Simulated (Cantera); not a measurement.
Input: 1 mol HF, 0.023 mol O₂, at 2402 °C and 1000 Pa.

Equilibrium computed with Cantera from the NASA thermochemical tables; the gas is ideal and each condensed phase is pure. Candidate condensed phases: H₂O; 22 gas species. Equilibrium is a limit: real reactors are often held back by kinetics, nucleation or transport.

Base state: HF 0.905, F 0.0332, O 0.0258, H 0.0232, O₂ 0.00631, OH 0.00351, H₂ 0.00202, H₂O 0.00122 (mole fractions); condensed: gas only.

Task: What changes in the equilibrium state with this change: temperature from 2402 °C to 2450 °C?

Result: 
```tsv
species	before	after
HF	0.905	0.889
F	0.0332	0.0404
H	0.0232	0.0301
O	0.0258	0.0282
O₂	0.00631	0.00502
H₂O	0.00122	0.00104
H₂	0.00202	0.00236
OH	0.00351	0.00348
```

Task: What changes in the equilibrium state with this change: temperature from 2402 °C to 802 °C?

Result: 
```tsv
species	before	after
HF	0.905	0.978
O₂	0.00631	0.0225
F	0.0332	5.05e-7
O	0.0258	1.97e-9
H	0.0232	<1e-9
OH	0.00351	1.29e-9
H₂	0.00202	<1e-9
H₂O	0.00122	2.52e-7
```
